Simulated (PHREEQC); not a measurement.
Consider water at 20 °C and 300 atm with 2.3 mmol/kgw H3PO4. Closed to the air; pH follows from the charge balance.

Computed with PHREEQC (ion-association model, phreeqc.dat).

This is a speciation only: nothing precipitates in the calculation.

Question: What pH, ionic strength, specific conductance does the model give?

Answer: pH 2.74; ionic strength 0.00191 mol/kgw; specific conductance 630 µS/cm.

Question: In which forms is P present?

Answer: H2PO4- 83 %, H3PO4 17 % of the P.

Species that the database lacks are ignored. Under pressure, the constants of complexes without a molar volume in the database are unreliable.
